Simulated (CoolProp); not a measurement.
Properties of propylene along the isotherm 284.7 K (Tc = 364.2 K, pc = 45.55 bar, ω = 0.146).

Model: reference Helmholtz-energy equation of state, Lemmon 2013, in CoolProp.

```tsv
p (bar)	phase	cp (kJ/(kg K))	cv (kJ/(kg K))	fugacity coefficient
22.8	liquid	2.501	1.504	0.3250
45.5	liquid	(withheld)	(withheld)	0.1756
68.3	liquid	2.427	1.506	(withheld)
91.1	liquid	2.399	(withheld)	0.1018
114	liquid	(withheld)	1.508	0.08765
137	liquid	2.354	1.510	0.07853
159	liquid	2.337	1.511	0.07258
182	liquid	(withheld)	(withheld)	(withheld)
205	liquid	2.307	1.515	0.06511
228	liquid	2.294	1.517	0.06291
```

Task: Complete the blanks.

Result: 
- 45.5, cp (kJ/(kg K)): 2.460
- 45.5, cv (kJ/(kg K)): 1.505
- 68.3, fugacity coefficient: 0.1261
- 91.1, cv (kJ/(kg K)): 1.507
- 114, cp (kJ/(kg K)): 2.375
- 182, cp (kJ/(kg K)): 2.321
- 182, cv (kJ/(kg K)): 1.513
- 182, fugacity coefficient: 0.06821
